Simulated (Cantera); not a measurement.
Charge: 1 mol Cu₂O, 0.45 mol CH₄, 0.042 mol CO, at 1975 °C and 0.780 bar.

Equilibrium computed with Cantera from the NASA thermochemical tables; the gas is ideal and each condensed phase is pure. Candidate condensed phases: C, C₆H₆, C₇H₈, C₈H₁₈, Cu, CuO, Cu(OH)₂, Cu₂O, H₂O; 113 gas species. Equilibrium is a limit: real reactors are often held back by kinetics, nucleation or transport.

Base state: H₂O 0.320, H₂ 0.294, CO 0.281, CO₂ 0.0562, Cu 0.0425, H 0.00451, OH 0.000735, Cu₂ 0.000368 (mole fractions); condensed: Cu(l).

**Question.** What changes in the equilibrium state with this change: pressure from 0.780 bar to 0.130 bar?

**Answer.** 
```csv
species,before,after
Cu,0.0425,0.255
H₂O,0.320,0.246
H₂,0.294,0.225
CO,0.281,0.217
CO₂,0.0562,0.0436
O₂,3.55e-6,2.15e-5
CuO,6.10e-6,3.68e-5
O,7.78e-6,4.69e-5
"Cu(l), mol",1.94,1.51
```
